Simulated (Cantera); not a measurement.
A closed system holds: 1 mol BCl₃, 6 mol O₂, 17 mol N₂, held at 1852 °C and 0.00133 bar.

Cantera equilibrium calculation (NASA polynomials, part measured and part estimated; ideal gas, pure solids and liquids). Candidate condensed phases: B, BN, B₂O₃; 25 gas species. The tables' values for BOCl are old estimates; treat these amounts as uncertain. Rates play no part.

Base state: N₂ 0.646, O₂ 0.182, Cl 0.114, O 0.0193, BO₂ 0.0188, B₂O₃ 0.00909, NO 0.00893, BOCl 0.000651 (mole fractions); condensed: gas only.

What changes in the equilibrium state with this change: O₂ from 6 to 2.1 mol?


| species | before | after |
|---|---|---|
| N₂ | 0.646 | 0.768 |
| Cl | 0.114 | 0.135 |
| O₂ | 0.182 | 0.0500 |
| O | 0.0193 | 0.0101 |
| B₂O₃ | 0.00909 | 0.0133 |
| BO₂ | 0.0188 | 0.0165 |
| BOCl | 0.000651 | 0.00128 |
| NO | 0.00893 | 0.00510 |
| BO | 0.000614 | 0.00102 |
| ClO | 2.46e-5 | 1.52e-5 |

What changes in the equilibrium state with this change: O₂ from 6 to 2.7 mol?


```tsv
species	before	after
N₂	0.646	0.746
Cl	0.114	0.131
O₂	0.182	0.0729
O	0.0193	0.0122
B₂O₃	0.00909	0.0123
BO₂	0.0188	0.0174
BOCl	0.000651	0.00109
NO	0.00893	0.00607
BO	0.000614	0.000898
ClO	2.46e-5	1.78e-5
```
